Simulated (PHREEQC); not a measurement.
1 kg of water holding 36 mmol/kgw KCl and 18 mmol/kgw NaCl is evaporated at 25 °C; the solids stay in contact with the brine. The system is closed to CO2. The run lets Halite, Sylvite precipitate or redissolve, and no other solid.

The series has 28 steps of water left (kg), from 1 to 0.005012.

Equilibrium calculation in PHREEQC: Pitzer model, pitzer.dat.

### Question
Which solids form, in which order, and at which step of the series does each first stand?

### Answer
Sylvite from water left = 0.00903 kg.
